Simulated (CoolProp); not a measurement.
A simple Rankine cycle with water: condensing at 297.15 K, boiler at 14.4 MPa, turbine inlet 613.9 K, turbine efficiency 0.9, pump efficiency 0.7, no recuperator. Each further row changes one setting.

Model: reference Helmholtz-energy equation of state, Wagner 2002, in CoolProp.

```
case                             thermal efficiency (%)  net work (kJ/kg)  heat in (kJ/kg)  turbine exit temperature (K)  volume ratio over the turbine
-------------------------------  ----------------------  ----------------  ---------------  ----------------------------  -----------------------------
as stated                                          36.7               927             2530                         297.1                           2650
turbine inlet 633.9 K                                 ?              1000             2680                         297.1                           2320
condensing temperature 289.15 K                    37.6                 ?             2560                         289.1                           4200
boiler pressure 10.1 MPa                           36.6                 ?             2770                         297.1                           1550
turbine efficiency 0.8                             32.5               822             2530                         297.1                           2830
```

Task: Complete the blanks.

Result: 
- turbine inlet 633.9 K, thermal efficiency (%): 37.3
- condensing temperature 289.15 K, net work (kJ/kg): 964
- boiler pressure 10.1 MPa, net work (kJ/kg): 1010

The expansion ends wet for: as stated; turbine inlet 633.9 K; condensing temperature 289.15 K; boiler pressure 10.1 MPa; turbine efficiency 0.8.
